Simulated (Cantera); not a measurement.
Input: 1 mol Fe3O4, 14 mol H2, held at 17000 Pa.

These are equilibrium values from Cantera (NASA tables, ideal gas, pure condensed phases), not measurements of a reactor. Candidate condensed phases: Fe, FeO, Fe(OH)2, Fe(OH)3, Fe2O3, Fe3O4, H2O; 12 gas species. Mutual solubility and eutectic melting of coexisting phases are not modelled. The tables' stoichiometric FeO is somewhat more stable than real wüstite, so its field is too wide. FeO: taken at fixed stoichiometry. The numbers say what is thermodynamically allowed, not how fast it happens.

log p: log10 of the partial pressure in bar; n: condensed amount in mol.

| T (K) | log p H2 | log p H2O | log p H | log p Fe | log p OH | n Fe(α) | n FeO(s) | n Fe(γ) | n Fe(δ) | n Fe(l) |
|---|---|---|---|---|---|---|---|---|---|---|
| 1048 | -0.85 | -1.55 | ? | <-12 | -11.74 | 1.34 | 1.66 | 0 | 0 | 0 |
| 1148 | -0.87 | -1.47 | ? | -11.10 | -10.40 | 1.81 | 1.19 | 0 | 0 | 0 |
| 1248 | -0.88 | -1.40 | ? | -9.63 | -9.28 | 0 | 0.755 | 2.25 | 0 | 0 |
| 1348 | -0.90 | -1.35 | ? | -8.39 | -8.33 | 0 | 0.363 | 2.64 | 0 | 0 |
| 1448 | -0.91 | -1.32 | ? | -7.32 | -7.52 | 0 | 0.0253 | 2.97 | 0 | 0 |
| 1548 | -0.92 | -1.31 | ? | -6.39 | -6.84 | 0 | 0 | 3.00 | 0 | 0 |
| 1648 | -0.92 | -1.31 | ? | -5.58 | -6.25 | 0 | 0 | 3.00 | 0 | 0 |
| 1748 | -0.92 | -1.31 | ? | -4.87 | -5.73 | 0 | 0 | 0 | 3.00 | 0 |
| 1848 | -0.92 | -1.31 | ? | -4.24 | -5.26 | 0 | 0 | 0 | 0 | 2.99 |
| 1948 | -0.92 | -1.32 | ? | -3.70 | -4.85 | 0 | 0 | 0 | 0 | 2.98 |
| 2048 | -0.92 | -1.32 | ? | -3.21 | -4.47 | 0 | 0 | 0 | 0 | 2.95 |

Q: Complete the blanks.

A: 
- 1048, log p H: -8.54
- 1148, log p H: -7.58
- 1248, log p H: -6.77
- 1348, log p H: -6.09
- 1448, log p H: -5.49
- 1548, log p H: -4.97
- 1648, log p H: -4.51
- 1748, log p H: -4.10
- 1848, log p H: -3.73
- 1948, log p H: -3.41
- 2048, log p H: -3.11
